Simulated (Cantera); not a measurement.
Low-pressure radical oxidation in H2/O2

An isothermal, constant-pressure homogeneous reactor starts with H₂ : O₂ = 0.36 : 1 (molar parts), equivalence ratio 0.18, at 1325 K and 1330 Pa.

Cantera simulation using the H2/O2 subset of GRI-Mech 3.0, which has no nitrogen chemistry; the numbers are that mechanism's predictions, not measurements. Radical loss at walls, strong at low pressure, is not modelled. The temperature is held fixed by assumption; the heat of reaction is taken as removed at once.

| t (s) | x H₂ | x O₂ | x O | x H₂O₂ | x H |
|---|---|---|---|---|---|
| 6.00e-5 | 0.265 | 0.735 | 5.29e-8 | 1.57e-10 | 1.19e-7 |
| 0.000191 | 0.265 | 0.735 | 1.75e-6 | 1.56e-9 | 3.30e-6 |
| 0.000606 | 0.175 | 0.686 | 0.0226 | 2.28e-7 | 0.0400 |
| 0.00192 | 0.0153 | 0.591 | 0.0897 | 3.13e-7 | 0.0854 |
| 0.00612 | 0.0126 | 0.617 | 0.0683 | 3.63e-7 | 0.0578 |
| 0.0194 | 0.00574 | 0.664 | 0.0276 | 4.04e-7 | 0.0151 |
| 0.0617 | 0.000761 | 0.690 | 0.00351 | 2.15e-7 | 0.000681 |
| 0.196 | 7.28e-5 | 0.694 | 0.000336 | 6.49e-8 | 2.02e-5 |
| 0.623 | 1.07e-5 | 0.695 | 4.97e-5 | 1.95e-8 | 1.15e-6 |
| 1.98 | 2.25e-6 | 0.695 | 1.05e-5 | 6.28e-9 | 1.11e-7 |
| 6.29 | 6.69e-7 | 0.695 | 3.13e-6 | 2.58e-9 | 1.82e-8 |
| 20.0 | 4.33e-7 | 0.695 | 2.02e-6 | 1.95e-9 | 9.48e-9 |
x: mole fraction; the columns are a selection and need not sum to one.

Equilibrium at this temperature and pressure: H₂ 4.28e-7, O₂ 0.695, O 2.00e-6, H₂O₂ 1.94e-9, H 9.33e-9 (gas phase only).
